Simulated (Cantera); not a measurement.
Input (Python, Cantera) and output of one run.

```python
import numpy as np
import cantera as ct

gas_names = [...]  # 110 gases of nasa_gas.yaml made of C, H, O
cond_names = """
    C(gr) C6H6(L) C7H8(L) C8H18(L),n-octa H2O(s) H2O(L)
""".split()


# ... load() reads the species with a 1 bar reference pressure and builds the phases ...
atoms = {
    'C2H6': {'C': 2, 'H': 6},
    'O2': {'O': 2},
    'H2': {'H': 2},
    'H2O': {'H': 2, 'O': 1},
}
top_T = {'C(gr)': 4500}  # K; cautious upper limits of use, not melting points


# ... equilibrate(T, P, feed) seeds the gas with the atoms and calls Mixture.equilibrate('TP', solver="vcs", rtol=1e-11, max_steps=5000) ...
results = []
feed = {'C2H6': 1, 'O2': 0.22, 'H2': 35, 'H2O': 0.77}  # mol
for P in [10, 40, 160, 630, 2500, 10000, 40000, 160000, 630000, 2500000, 10000000]:
    for T in [1023, 1173, 1323, 1473, 1623, 1773, 1923, 2073, 2223, 2373, 2523]:
        mix = equilibrate(T, P, feed)
        results.append((T, P, feed, dict(zip(mix.species_names, mix.species_moles))))

for T, P, feed, n in results:
    print(f"{T:7g} {P:10.4g}  " + (" + ".join(c for c in cond_names if n.get(c, 0) > 1e-12) or "gas only"))
```

Output:

```
   1023         10  C(gr)
   1173         10  C(gr)
   1323         10  C(gr)
   1473         10  C(gr)
   1623         10  C(gr)
   1773         10  C(gr)
   1923         10  C(gr)
   2073         10  C(gr)
   2223         10  C(gr)
   2373         10  C(gr)
   2523         10  gas only
   1023         40  C(gr)
   1173         40  C(gr)
   1323         40  C(gr)
   1473         40  C(gr)
   1623         40  C(gr)
   1773         40  C(gr)
   1923         40  C(gr)
   2073         40  C(gr)
   2223         40  C(gr)
   2373         40  C(gr)
   2523         40  gas only
   1023        160  C(gr)
   1173        160  C(gr)
   1323        160  C(gr)
   1473        160  C(gr)
   1623        160  C(gr)
   1773        160  C(gr)
   1923        160  C(gr)
   2073        160  C(gr)
   2223        160  C(gr)
   2373        160  C(gr)
   2523        160  C(gr)
   1023        630  C(gr)
   1173        630  C(gr)
   1323        630  C(gr)
   1473        630  C(gr)
   1623        630  C(gr)
   1773        630  C(gr)
   1923        630  C(gr)
   2073        630  C(gr)
   2223        630  C(gr)
   2373        630  C(gr)
   2523        630  gas only
   1023       2500  C(gr)
   1173       2500  C(gr)
   1323       2500  C(gr)
   1473       2500  C(gr)
   1623       2500  C(gr)
   1773       2500  C(gr)
   1923       2500  C(gr)
   2073       2500  C(gr)
   2223       2500  C(gr)
   2373       2500  C(gr)
   2523       2500  gas only
   1023      1e+04  C(gr)
   1173      1e+04  C(gr)
   1323      1e+04  C(gr)
   1473      1e+04  C(gr)
   1623      1e+04  C(gr)
   1773      1e+04  C(gr)
   1923      1e+04  C(gr)
   2073      1e+04  C(gr)
   2223      1e+04  C(gr)
   2373      1e+04  C(gr)
   2523      1e+04  gas only
   1023      4e+04  gas only
   1173      4e+04  C(gr)
   1323      4e+04  C(gr)
   1473      4e+04  C(gr)
   1623      4e+04  C(gr)
   1773      4e+04  C(gr)
   1923      4e+04  C(gr)
   2073      4e+04  C(gr)
   2223      4e+04  C(gr)
   2373      4e+04  C(gr)
   2523      4e+04  gas only
   1023    1.6e+05  gas only
   1173    1.6e+05  gas only
   1323    1.6e+05  C(gr)
   1473    1.6e+05  C(gr)
   1623    1.6e+05  C(gr)
   1773    1.6e+05  C(gr)
   1923    1.6e+05  C(gr)
   2073    1.6e+05  C(gr)
   2223    1.6e+05  C(gr)
   2373    1.6e+05  C(gr)
   2523    1.6e+05  gas only
   1023    6.3e+05  gas only
   1173    6.3e+05  gas only
   1323    6.3e+05  gas only
   1473    6.3e+05  C(gr)
   1623    6.3e+05  C(gr)
   1773    6.3e+05  C(gr)
   1923    6.3e+05  C(gr)
   2073    6.3e+05  C(gr)
   2223    6.3e+05  C(gr)
   2373    6.3e+05  C(gr)
   2523    6.3e+05  gas only
   1023    2.5e+06  gas only
   1173    2.5e+06  gas only
   1323    2.5e+06  gas only
   1473    2.5e+06  gas only
   1623    2.5e+06  gas only
   1773    2.5e+06  C(gr)
   1923    2.5e+06  C(gr)
   2073    2.5e+06  C(gr)
   2223    2.5e+06  C(gr)
   2373    2.5e+06  C(gr)
   2523    2.5e+06  gas only
   1023      1e+07  gas only
   1173      1e+07  gas only
   1323      1e+07  gas only
   1473      1e+07  gas only
   1623      1e+07  gas only
   1773      1e+07  gas only
   1923      1e+07  gas only
   2073      1e+07  gas only
   2223      1e+07  gas only
   2373      1e+07  gas only
   2523      1e+07  gas only
```

These are equilibrium values from Cantera (NASA tables, ideal gas, pure condensed phases), not measurements of a reactor. The ideal-gas law is rough above about 30 bar.
